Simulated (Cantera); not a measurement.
What does this Cantera script print?

```python
import numpy as np
import cantera as ct

gas_names = [...]  # 136 gases of nasa_gas.yaml made of C, H, N, O
cond_names = """
    C(gr) C6H6(L) C7H8(L) C8H18(L),n-octa H2O(s) H2O(L)
""".split()


# ... load() reads the species with a 1 bar reference pressure and builds the phases ...
atoms = {
    'C3H6': {'C': 3, 'H': 6},
    'CO2': {'C': 1, 'O': 2},
    'N2': {'N': 2},
}
top_T = {'C(gr)': 4500}  # K; cautious upper limits of use, not melting points


# ... equilibrate(T, P, feed) seeds the gas with the atoms and calls Mixture.equilibrate('TP', solver="vcs", rtol=1e-11, max_steps=5000) ...
results = []
feed = {'C3H6': 1, 'CO2': 0.28, 'N2': 1.8}  # mol
T = 1223  # K
P = 1333.22  # Pa
mix = equilibrate(T, P, feed)
results.append((T, P, feed, dict(zip(mix.species_names, mix.species_moles))))
print(gas.report(threshold=1e-06))
for i in range(1, mix.n_phases):
    print(f"{mix.phase(i).name:16s} {mix.phase_moles(i):12.5e} mol")
```

Result:

```
       temperature   1223 K
          pressure   1333.2 Pa
           density   0.0017653 kg/m^3
  mean mol. weight   13.464 kg/kmol
   phase of matter   gas

                          1 kg             1 kmol
                     ---------------   ---------------
          enthalpy        1.2335e+06        1.6609e+07  J
   internal energy        4.7831e+05        6.4401e+06  J
           entropy             18137        2.4421e+05  J/K
    Gibbs function       -2.0949e+07       -2.8206e+08  J
 heat capacity c_p            2403.4             32361  J/K
 heat capacity c_v            1785.9             24046  J/K

                      mass frac. Y      mole frac. X     chem. pot. / RT
                     ---------------   ---------------   ---------------
               CH4        6.6275e-05        5.5623e-05           -47.685
                CO           0.21732           0.10447           -43.599
               CO2        6.5422e-06        2.0016e-06           -85.366
                 H        1.4583e-07        1.9479e-06           -11.463
               HCN        8.3262e-05        4.1481e-05           -28.703
                H2          0.083787           0.55959           -22.927
               H2O        2.0951e-05        1.5659e-05           -64.694
                N2           0.69871           0.33582           -30.816
     [ +128 minor]        1.3597e-06        8.8711e-07

C(gr)             2.71957e+00 mol
```

Equilibrium computed with Cantera from the NASA thermochemical tables; the gas is ideal and each condensed phase is pure.
